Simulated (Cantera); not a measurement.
What does this Cantera script print?

```python
import numpy as np
import cantera as ct

gas_names = [...]  # 114 gases of nasa_gas.yaml made of C, Fe, H, O
cond_names = """
    C(gr) C6H6(L) C7H8(L) C8H18(L),n-octa Fe(a) Fe(c) Fe(d) Fe(L) FeC5O5(L) FeO(s) FeO(L) Fe(OH)2(s)
    Fe(OH)3(s) Fe2O3(s) Fe3O4(s) H2O(s) H2O(L)
""".split()


# ... load() reads the species with a 1 bar reference pressure and builds the phases ...
atoms = {
    'Fe3O4': {'Fe': 3, 'O': 4},
    'CO': {'C': 1, 'O': 1},
    'H2': {'H': 2},
}
top_T = {'C(gr)': 4500, 'Fe2O3(s)': 1830, 'Fe3O4(s)': 1870}  # K; cautious upper limits of use, not melting points


# ... equilibrate(T, P, feed) seeds the gas with the atoms and calls Mixture.equilibrate('TP', solver="vcs", rtol=1e-11, max_steps=5000) ...
results = []
feed = {'Fe3O4': 1, 'CO': 0.66, 'H2': 1.5}  # mol
P = 41000  # Pa
for T in [1398, 1498, 1598, 1698, 1798, 1898, 1998, 2098, 2198, 2298, 2398, 2498]:
    mix = equilibrate(T, P, feed)
    results.append((T, P, feed, dict(zip(mix.species_names, mix.species_moles))))

top = {s: max(r[3][s] / sum(r[3][g] for g in gas_names) for r in results) for s in gas_names}
cols = sorted((s for s in top if top[s] > 1e-05), key=lambda s: -top[s])[:7]
seen = [c for c in cond_names if any(r[3].get(c, 0) > 1e-12 for r in results)]
print("log10 of partial pressures in bar; condensed amounts in mol")
print(f"{'T/K':>10s}" + "".join(f"{s[:9]:>10s}" for s in cols + seen))
for T, P, feed, n in results:
    ng = sum(n[g] for g in gas_names)
    print(f"{T:10.4g}" + "".join(f"{np.log10(max(n[s] / ng * P / 1e5, 1e-99)):10.3f}" for s in cols)
          + "".join(f"{n.get(c, 0):10.4g}" for c in seen))
```

Result:

```
log10 of partial pressures in bar; condensed amounts in mol
       T/K       H2O        H2        CO       CO2        Fe         H        OH    FeO(s)    FeO(L)
      1398    -0.830    -0.864    -1.078    -1.379    -8.298    -5.757    -7.428         3         0
      1498    -0.820    -0.875    -1.061    -1.416    -7.277    -5.203    -6.694         3         0
      1598    -0.812    -0.885    -1.047    -1.450    -6.389    -4.716    -6.053         3         0
      1698    -0.805    -0.893    -1.035    -1.480    -5.632    -4.286    -5.487         0         3
      1798    -0.800    -0.900    -1.026    -1.507    -4.985    -3.903    -4.985         0         3
      1898    -0.795    -0.906    -1.019    -1.531    -4.410    -3.560    -4.536         0         3
      1998    -0.792    -0.912    -1.013    -1.553    -3.897    -3.251    -4.133         0     2.999
      2098    -0.789    -0.918    -1.008    -1.572    -3.436    -2.971    -3.767         0     2.997
      2198    -0.787    -0.926    -1.005    -1.588    -3.022    -2.717    -3.434         0     2.994
      2298    -0.785    -0.937    -1.005    -1.601    -2.651    -2.487    -3.129         0     2.986
      2398    -0.784    -0.955    -1.008    -1.609    -2.320    -2.280    -2.846         0     2.971
      2498    -0.785    -0.983    -1.018    -1.611    -2.028    -2.095    -2.581         0     2.942
```

Equilibrium computed with Cantera from the NASA thermochemical tables; the gas is ideal and each condensed phase is pure. The tables' stoichiometric FeO is somewhat more stable than real wüstite, so its field is too wide. FeO: taken at fixed stoichiometry.
